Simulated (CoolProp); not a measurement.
Properties of R141b along the isotherm 405.8 K.

Model: reference Helmholtz-energy equation of state, Lemmon 2006, in CoolProp. It is a short technical equation, of lower accuracy than the large ones.

```
p (kPa)   phase  speed of sound (m/s)  Prandtl number
-------  ------  --------------------  --------------
66.6        gas                 175.7           0.602
126         gas                 174.5           0.605
239         gas                   ___           0.610
454         gas                   ___           0.623
860         gas                 157.2           0.657
1630     liquid                 436.5            3.03
3090     liquid                   ___            3.04
5860     liquid                   ___            3.07
11100    liquid                 548.2            3.13
21100    liquid                 630.6             ___
```

Problem. Complete the blanks.

Solution. 
- 239, speed of sound (m/s): 172.2
- 454, speed of sound (m/s): 167.4
- 3090, speed of sound (m/s): 457.6
- 5860, speed of sound (m/s): 492.9
- 21100, Prandtl number: 3.27

Viscosity comes from a separate model (Huber 2003), an estimate that may be off by 10 % or more. Thermal conductivity comes from a separate model (Huber 2003), an estimate that may be off by 10 % or more.
